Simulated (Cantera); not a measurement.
An isothermal, constant-pressure homogeneous reactor starts with H2 : O2 = 0.008 : 1 (molar parts), equivalence ratio 0.0040, at 1000 K and 0.00316 atm. Integrator tolerance rtol = 1e-08.

Detailed kinetics in Cantera: the H2/O2 subset of GRI-Mech 3.0, which has no nitrogen chemistry. Radical loss at walls, strong at low pressure, is not modelled.

Task: What does this change do: temperature 1000 to 1348 K?

Result: 
```json
[
 {"quantity": "x(H2) at 3.00 s", "before": "6.27e-6 (gas-phase equilibrium 1.24e-11)", "after": "1.82e-5 (gas-phase equilibrium 2.81e-8)"},
 {"quantity": "x(O2) at 3.00 s", "before": "0.991 (gas-phase equilibrium 0.992)", "after": "0.987 (gas-phase equilibrium 0.992)"},
 {"quantity": "x(H2O) at 3.00 s", "before": "0.00787 (gas-phase equilibrium 0.00797)", "after": "0.00747 (gas-phase equilibrium 0.00795)"},
 {"quantity": "x(H2O2) at 3.00 s", "before": "3.39e-9 (gas-phase equilibrium 1.26e-12)", "after": "2.16e-9 (gas-phase equilibrium 3.50e-11)"},
 {"quantity": "x(OH) at 3.00 s", "before": "0.000135 (gas-phase equilibrium 2.02e-7)", "after": "0.000798 (gas-phase equilibrium 3.15e-5)"},
 {"quantity": "x(H) at 3.00 s", "before": "4.29e-5 (gas-phase equilibrium <1e-12)", "after": "0.000120 (gas-phase equilibrium 6.90e-9)"},
 {"quantity": "x(HO2) at 3.00 s", "before": "2.28e-7 (gas-phase equilibrium 2.00e-10)", "after": "8.10e-8 (gas-phase equilibrium 1.25e-8)"}
]
```
